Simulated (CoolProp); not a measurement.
CF4 (R14) at 495 K and 1.81 MPa flows at 19 m/s in a round tube of 12.7 mm bore and 15 µm roughness, fully developed (64/Re and Nu = 3.66 if laminar; Colebrook and Gnielinski if turbulent). Each further row changes one setting.

Values from CoolProp's reference Helmholtz-energy equation of state, Platzer 1990. This equation is an older, rougher fit.

| case | Reynolds number | Darcy friction factor | pressure drop (Pa/m) | heat-transfer coefficient (W/(m² K)) | mass flow (kg/h) |
|---|---|---|---|---|---|
| as stated | 355000 | 0.0212 | 11600 | 2000 | 335 |
| velocity 38 m/s | 709000 | 0.0208 | 45800 | 3940 | 670 |
| diameter 25.4 mm | 709000 | 0.0180 | 4940 | 1680 | 1340 |

Viscosity comes from a separate model (Huber 2003), an estimate that may be off by 10 % or more. Thermal conductivity comes from a separate model (Huber 2003), an estimate that may be off by 10 % or more.
